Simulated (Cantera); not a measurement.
Feed: 1 mol (CH3)2SiCl2, 0.041 mol C2H4, 1.9 mol H2, equilibrated at 188 Torr.

Equilibrium computed with Cantera from the NASA thermochemical tables; the gas is ideal and each condensed phase is pure. Candidate condensed phases: C, C6H6, C7H8, C8H18, Si, SiC; 109 gas species. The feed counts by its element totals alone. The tables' values for SiCl3 are old estimates; treat these amounts as uncertain. Rates play no part. All values below are at 973 K.

Base state: H2 0.823, HCl 0.0841, SiCl4 0.0675, CH4 0.0218, SiHCl3 0.00371, SiCl3 9.96e-5, SiH2Cl2 2.13e-5 (mole fractions); condensed: C(graphite) + SiC(s).

### Question
What changes in the equilibrium state with this change: H2 from 1.9 to 24 mol?

### Answer
```csv
species,before,after
H2,0.823,0.918
HCl,0.0841,0.0482
CH4,0.0218,0.0271
SiCl4,0.0675,0.00586
SiCl3,9.96e-5,1.59e-5
SiHCl3,0.00371,0.000627
SiH2Cl2,2.13e-5,7.01e-6
"C(graphite), mol",1.35,0.523
"SiC(s), mol",0.610,0.823
```
